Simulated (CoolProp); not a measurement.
A Linde-Hampson liquefier for ethylene: isothermal reversible compression at 320 K from 1 atm to 30 MPa, throttling to 1 atm, return gas leaving the recuperator 10 K below the feed. Each further row changes one setting.

Computed with CoolProp (reference Helmholtz-energy equation of state, Smukala 2000).

```json
[
 {"case": "as stated", "liquid yield per pass": "0.416", "compression work (kJ/kg of gas)": "444"},
 {"case": "high pressure 60 MPa", "liquid yield per pass": "0.396", "compression work (kJ/kg of gas)": "513"},
 {"case": "warm-end temperature 350 K", "liquid yield per pass": "0.342", "compression work (kJ/kg of gas)": "512"},
 {"case": "warm-end gap 15 K", "liquid yield per pass": "0.409", "compression work (kJ/kg of gas)": "444"}
]
```
